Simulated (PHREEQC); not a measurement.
Make-up at 25 °C: 130 mmol/kgw NH4HF2, 0.056 mmol/kgw H2SiF6 and 0.15 mmol/kgw HBF4. Closed to the air; pH follows from the charge balance.

Model: ion-association model, wateq4f.dat, run in PHREEQC.

No solid was allowed to form.

Problem. Estimate the pH.

Solution. pH 3.18.

Problem. In which forms is F present?

Solution. F- 39 %, HF 28 %, HF2- 22 %, H2F2 11 % of the F.

wateq4f.dat counts part of the HF as a dimer, H2F2, which phreeqc.dat doesn't know; its constant is uncertain. SiF6-2 is the database's only silicon fluoride. Real BF4- forms and hydrolyses slowly; the run takes it at equilibrium.
